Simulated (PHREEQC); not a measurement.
**Polishing slurry liquid**

Solution (33 °C): 0.045 mol/kgw HNO3, 4.1e-05 mol/kgw H4SiO4 and 0.08 mol/kgw H3BO3. Closed to the air; pH follows from the charge balance.

Model: ion-association model, phreeqc.dat, run in PHREEQC.

Each row changes one thing in this solution. This is a speciation only: nothing precipitates in the calculation.

```csv
case,pH,ionic strength (mol/kgw),H2BO3- (mol/kgw)
as made,1.41,0.0450,1.69e-9
H4SiO4 left out,1.41,0.0450,1.69e-9
HNO3 left out,5.14,7.31e-6,7.31e-6
H4SiO4 replaced by Na2SiO3 at the same molality,1.42,0.0450,1.69e-9
diluted 100-fold with water,3.36,0.000450,1.24e-9
0.04 mol/kgw HBr added,1.15,0.0850,9.73e-10
```

Species that the database lacks are ignored.
